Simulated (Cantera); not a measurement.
An adiabatic, constant-pressure homogeneous reactor starts with 2.07 % CH₄, 0.248 % C₂H₆, 1.47 % C₃H₈, 20.2 % O₂, 76.0 % N₂, at 1725 K and 0.560 bar.

Model: GRI-Mech 3.0 (53 species, 325 reactions), integrated in Cantera. GRI-Mech 3.0 was tuned for natural gas; its chemistry of propane as a main component is partial and can be far from experiment.

One state of this run: T (K) = 2621; x CH₄ = <1e-12; x C₂H₆ = <1e-12; x C₃H₈ = <1e-12; x C₂H₂ = <1e-12; x CO = 0.0170; x CH₃ = <1e-12; x H₂O₂ = 1.59e-7. x: mole fraction; the columns are a selection and need not sum to one.

Question: Which value of t (s) does it belong to?
A. 2.00e-5
B. 9.28e-6
C. 2.00e-6
D. 0.0200

Answer: D, 0.0200
